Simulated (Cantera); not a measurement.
Charge: 1 mol B, 0.11 mol NH₃, 10 mol H₂, equilibrated at 2150 K and 0.120 bar.

Equilibrium computed with Cantera from the NASA thermochemical tables; the gas is ideal and each condensed phase is pure. Candidate condensed phases: B, BN; 15 gas species. The tables' values for BH₂ are old estimates; treat these amounts as uncertain. Gases not in the tables: B₂H₆ and higher boranes. Equilibrium is a limit: real reactors are often held back by kinetics, nucleation or transport.

Base state: H₂ 0.982, H 0.0121, N₂ 0.00535, BH₂ 0.00102, BH₃ 1.73e-5, B 1.13e-5 (mole fractions); condensed: B(s).

Task: What changes in the equilibrium state with this change: NH₃ from 0.11 to 17 mol?

Result: 
```json
[
 {"species": "H₂", "before": "0.982", "after": "0.806"},
 {"species": "N₂", "before": "0.00535", "after": "0.183"},
 {"species": "H", "before": "0.0121", "after": "0.0109"},
 {"species": "BH₂", "before": "0.00102", "after": "0.000174"},
 {"species": "BH₃", "before": "1.73e-5", "after": "2.67e-6"},
 {"species": "B", "before": "1.13e-5", "after": "2.34e-6"},
 {"species": "B(s), mol", "before": "0.989", "after": "0"},
 {"species": "BN(s), mol", "before": "0", "after": "0.992"}
]
```

Task: What changes in the equilibrium state with this change: NH₃ from 0.11 to 1.5 mol?

Result: 
| species | before | after |
|---|---|---|
| H₂ | 0.982 | 0.967 |
| N₂ | 0.00535 | 0.0202 |
| H | 0.0121 | 0.0120 |
| BH₂ | 0.00102 | 0.000628 |
| BH₃ | 1.73e-5 | 1.06e-5 |
| B | 1.13e-5 | 7.05e-6 |
| B(s), mol | 0.989 | 0 |
| BN(s), mol | 0 | 0.992 |
